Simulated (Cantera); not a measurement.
# Counterflow diffusion flame

A counterflow diffusion flame at 100000 Pa, nozzles 20 mm apart: fuel side CH4 : C2H6 : N2 = 1 : 0.79 : 1.8 (molar parts) at 425 K, oxidiser side O2 : N2 = 0.25 : 0.75 (molar parts) at 550 K, fuel mass flux 0.88 times the oxidiser's; mixture-averaged transport, no radiation.

Detailed kinetics in Cantera: GRI-Mech 3.0 (53 species, 325 reactions). GRI-Mech 3.0 has no aromatics or soot, which form on the fuel side of real flames. The maximum strain rate includes the flame's own expansion and is several times the mean.

```csv
oxidiser flux (kg/m²/s),max strain (1/s),mean strain (1/s),T max (K),peak x OH,peak x H,peak x NO,peak x CO,peak x C2H2
0.25,181,35.2,2189,0.00977,0.00452,0.000377,0.0668,0.0258
0.39,271,54.9,2164,0.00986,0.00491,0.000342,0.0660,0.0245
0.62,414,87.2,2137,0.00982,0.00530,0.000303,0.0652,0.0229
0.97,626,136,2111,0.00972,0.00567,0.000264,0.0646,0.0214
1.5,938,211,2086,0.00955,0.00600,0.000222,0.0643,0.0198
2.4,1450,338,2053,0.00914,0.00622,0.000171,0.0641,0.0176
3.7,2160,521,2016,0.00855,0.00625,0.000122,0.0644,0.0152
```
x: mole fraction; the columns are a selection and need not sum to one.
